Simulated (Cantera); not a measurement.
# Thermodynamics of carbon deposition, reforming and gasification, feed C2H5OH + O2

Input: 1 mol C2H5OH, 0.015 mol O2, equilibrated at 35.0 Pa.

Method: chemical equilibrium by Gibbs-energy minimisation in Cantera with the NASA 1993 tables (ideal gas, pure condensed phases). Candidate condensed phases: C, C6H6, C7H8, C8H18, H2O; 131 gas species. Ions and electrons are included (thermal ionisation). Equilibrium is a limit: real reactors are often held back by kinetics, nucleation or transport.

```tsv
T (K)	x H	x C	x CO	x O	x C3	x H2	x C2
3000	0.780	0.0427	0.137	2.07e-8	0.0229	0.00854	0.00788
3500	0.751	0.117	0.129	3.81e-6	0.000221	0.000566	0.00179
4000	0.750	0.121	0.128	0.000414	7.65e-7	7.74e-5	0.000138
4500	0.740	0.133	0.114	0.0134	1.12e-8	1.60e-5	2.12e-5
5000	0.694	0.185	0.0453	0.0737	8.34e-10	4.07e-6	7.95e-6
```
x: gas mole fraction; nothing condenses.

From 3000 K to 5000 K nothing is condensed. The main C-bearing gas is CO at 3000 K and C at 5000 K.
